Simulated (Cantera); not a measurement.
Mixture: 14.7 % CH₄, 5.28 % CO, 16.9 % O₂, 63.2 % N₂, at 0.671 atm, adiabatic and at constant volume. Ignition delay is the time to a rise of 400 K.

Computed with Cantera and GRI-Mech 3.0 (53 species, 325 reactions).

### Question
Predict: delay at 1050 K; delay at 1150 K; delay at 1250 K; delay at 1350 K; apparent activation energy between 1300 and 1400 K.

### Answer
```json
{
 "delay at 1050 K": "1.53 s",
 "delay at 1150 K": "0.257 s",
 "delay at 1250 K": "52.7 ms",
 "delay at 1350 K": "12.7 ms",
 "apparent activation energy between 1300 and 1400 K": "200 kJ/mol"
}
```
